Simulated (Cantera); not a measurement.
An isothermal, constant-pressure homogeneous reactor starts with CH4 : CO2 = 1 : 0.87 (molar parts), at 1500 K and 9.87 atm.

Detailed kinetics in Cantera: GRI-Mech 3.0 (53 species, 325 reactions).

**Question.** Predict: x(CH4) at 100 s; x(CO2) at 100 s.

**Answer.** 
| Item | Value |
|---|---|
| x(CH4) at 100 s | 0.0826 (gas-phase equilibrium 0.0361) |
| x(CO2) at 100 s | 0.0153 (gas-phase equilibrium 0.000247) |
